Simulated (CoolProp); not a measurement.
Properties of R1336mzz(E) along the isobar 2.21 MPa.

The numbers come from the reference Helmholtz-energy equation of state, Akasaka 2023 in CoolProp.

| T (K) | phase | cp (kJ/(kg K)) | expansivity (1/kK) |
|---|---|---|---|
| 245.8 | liquid | 1.190 | 1.658 |
| 258.5 | liquid | 1.198 | 1.750 |
| 271.1 | liquid | 1.207 | 1.863 |
| 283.7 | liquid | 1.218 | 2.002 |
| 296.3 | liquid | 1.231 | 2.176 |
| 309 | liquid | 1.247 | 2.399 |
| 321.6 | liquid | 1.267 | 2.689 |
| 334.2 | liquid | 1.292 | 3.082 |
| 346.9 | liquid | 1.327 | 3.648 |
| 359.5 | liquid | 1.377 | 4.517 |
| 372.1 | liquid | 1.461 | 6.071 |
| 384.7 | liquid | 1.665 | 10.01 |
| 397.4 | gas | 1.551 | 17.61 |
| 410 | gas | 1.258 | 10.14 |
